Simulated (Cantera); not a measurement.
**Metals in furnace atmospheres: Fe + O₂ + H₂**

Charge: 1 mol Fe, 0.78 mol O₂, 190 mol H₂, equilibrated at 1 atm.

Cantera equilibrium calculation (NASA polynomials, part measured and part estimated; ideal gas, pure solids and liquids). Candidate condensed phases: Fe, FeO, Fe(OH)₂, Fe(OH)₃, Fe₂O₃, Fe₃O₄, H₂O; 12 gas species. The numbers say what is thermodynamically allowed, not how fast it happens.

From 1175 °C to 1325 °C the condensed part is Fe(γ). From 1400 °C to 1475 °C the condensed part is Fe(δ). From 1550 °C to 1625 °C the condensed part is Fe(l). The main Fe-bearing gas is Fe throughout.

```
T (°C)  log p H₂  log p H₂O  log p H  log p Fe  log p OH  log p Fe(OH)₂  n Fe(γ)  n Fe(δ)  n Fe(l)
------  --------  ---------  -------  --------  --------  -------------  -------  -------  -------
1175        0.00      -2.08    -5.03     -7.32     -8.74          -8.79    1.000        0        0
1250        0.00      -2.08    -4.64     -6.61     -8.23          -8.51    1.000        0        0
1325        0.00      -2.08    -4.27     -5.98     -7.76          -8.25    1.000        0        0
1400        0.00      -2.08    -3.94     -5.40     -7.34          -8.01        0    0.999        0
1475        0.00      -2.08    -3.64     -4.87     -6.96          -7.80        0    0.997        0
1550        0.00      -2.08    -3.36     -4.39     -6.60          -7.61        0        0    0.992
1625        0.00      -2.08    -3.11     -3.96     -6.28          -7.44        0        0    0.980
```
log p: log10 of the partial pressure in bar; n: condensed amount in mol.
